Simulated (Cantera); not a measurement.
A perfectly stirred reactor is fed with 1.52 % C2H6, 98.5 % N2, at 0.132 atm; it is held at 1548 K, and followed from long to short residence time.

Computed with Cantera and GRI-Mech 3.0 (53 species, 325 reactions). GRI-Mech 3.0 stops at C3 and has no aromatics, soot or wall deposition, so with more carbon than oxygen in the feed, carbon stays in small species such as C2H2 where larger ones or solid carbon would form.

### Question
Predict: x(C2H6) at τ = 25.0 s; x(C2H2) at τ = 25.0 s; x(H2) at τ = 25.0 s; x(C2H) at τ = 25.0 s; x(H) at τ = 25.0 s; x(C2H6) at τ = 0.160 s; x(C2H2) at τ = 0.160 s; x(H2) at τ = 0.160 s; x(C2H) at τ = 0.160 s; x(H) at τ = 0.160 s.

### Answer
```
Item                      Value
----------------------  -------
x(C2H6) at τ = 25.0 s   1.26e-6
x(C2H2) at τ = 25.0 s    0.0140
x(H2) at τ = 25.0 s      0.0274
x(C2H) at τ = 25.0 s    2.90e-8
x(H) at τ = 25.0 s      2.26e-5
x(C2H6) at τ = 0.160 s  8.02e-5
x(C2H2) at τ = 0.160 s   0.0129
x(H2) at τ = 0.160 s     0.0247
x(C2H) at τ = 0.160 s   1.03e-7
x(H) at τ = 0.160 s     7.91e-5
```
